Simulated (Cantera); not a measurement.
A perfectly stirred reactor is fed with CH4 : O2 : N2 = 1 : 2.9 : 10.9 (molar parts), equivalence ratio 0.69, at 0.681 atm; it is adiabatic with a 350 K inlet, and is followed from long to short residence time, starting on the burning branch (τ in s: 0.053, 0.024, 0.01, 0.0046, 0.0021, 0.00091, 0.0004, 0.00018, 8e-05, 3.5e-05, 1.6e-05, 6.9e-06).

Cantera simulation using GRI-Mech 3.0 (53 species, 325 reactions); the numbers are that mechanism's predictions, not measurements.

One state of this run: T (K) = 1753; x CH4 = 0.000132; x O2 = 0.0632; x NO = 1.46e-5; x H2O = 0.128; x C2H2 = 7.49e-9. x: mole fraction; the columns are a selection and need not sum to one.

Which value of τ (s) does it belong to?
(A) 0.00040
(B) 8.0e-5
(C) 6.9e-6
(D) 0.0021

D, 0.0021
